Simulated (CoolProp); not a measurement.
Model: reference Helmholtz-energy equation of state, Thol 2018, in CoolProp.

Problem. For hydrogen chloride, give the phase and the density (kg/m³), cp (kJ/(kg K)), isothermal compressibility (1/MPa), fugacity coefficient at 203.6 K and 1.16 MPa; 483.7 K and 11.1 MPa.

Solution. 
- 203.6 K and 1.16 MPa: liquid; density 1150, cp 1.67, isothermal compressibility 0.00138, fugacity coefficient 0.189
- 483.7 K and 11.1 MPa: supercritical; density 115, cp 1.04, isothermal compressibility 0.101, fugacity coefficient 0.874
